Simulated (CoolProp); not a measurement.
Vapour-liquid equilibrium of ethylene (1) + isobutane (2) at 46.9 kPa; x and y are mole fractions of (1).

Model: multi-fluid Helmholtz-energy mixture model, Smukala 2000 and Bücker 2006; pair parameters Bell 2016, in CoolProp.

| x | bubble temperature, mixture model (K) | bubble temperature, Raoult's law (K) | y, mixture model | y, Raoult's law |
|---|---|---|---|---|
| 0.05 | 218.1 | 213.4 | … | 0.810 |
| 0.2 | … | 184.7 | 0.974 | 0.981 |
| 0.35 | 176.0 | 174.2 | … | 0.994 |
| 0.5 | … | 168.0 | … | 0.998 |
| 0.65 | … | 163.8 | 0.999 | 0.999 |
| 0.8 | … | 160.6 | 1.000 | 1.000 |
| 0.95 | 158.1 | 158.1 | 1.000 | 1.000 |

Task: What belongs in the gaps?

Result: 
- 0.05, y, mixture model: 0.742
- 0.2, bubble temperature, mixture model (K): 187.9
- 0.35, y, mixture model: 0.993
- 0.5, bubble temperature, mixture model (K): 169.0
- 0.5, y, mixture model: 0.997
- 0.65, bubble temperature, mixture model (K): 164.2
- 0.8, bubble temperature, mixture model (K): 160.8

The largest gap from Raoult's law is +4.7 K in bubble temperature, at x = 0.05. No azeotrope shows between x = 0.05 and 0.95.

Pair parameters are fitted to limited data, so mixtures are less certain than the pure fluids.
